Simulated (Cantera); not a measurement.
## Equilibrium for hydrogen reduction and annealing atmospheres: Cr2O3 + H2

A closed system holds: 1 mol Cr2O3, a varied amount of H2, at 7.50 Torr.

Equilibrium computed with Cantera from the NASA thermochemical tables; the gas is ideal and each condensed phase is pure. Candidate condensed phases: Cr, Cr2O3, H2O; 13 gas species. Mutual solubility and eutectic melting of coexisting phases are not modelled. Kinetics and transport are ignored.

Stable condensed phases:

```
T in °C \ n(H2) in mol
          250  460  660  870 1100 1300 1500 1700 1900 2100 2300
   1752     A    A    A    A    A    A    A    A    A    A    A
   1677     A    A    A    A    A    A    A    A    A    A    A
   1602     A    A    A    A    A    A    A    A    A    A    A
   1527     B    A    A    A    A    A    A    A    A    A    A
   1452     B    B    A    A    A    A    A    A    A    A    A
   1377     C    C    C    C    D    D    D    D    D    D    A
   1302     C    C    C    C    C    C    C    D    D    D    D
   1227     C    C    C    C    C    C    C    C    C    C    C
   1152     C    C    C    C    C    C    C    C    C    C    C
   1077     C    C    C    C    C    C    C    C    C    C    C
   1002     C    C    C    C    C    C    C    C    C    C    C
    927     C    C    C    C    C    C    C    C    C    C    C
    852     C    C    C    C    C    C    C    C    C    C    C
    777     C    C    C    C    C    C    C    C    C    C    C
```

A: gas only; B: Cr2O3; C: Cr + Cr2O3; D: Cr.
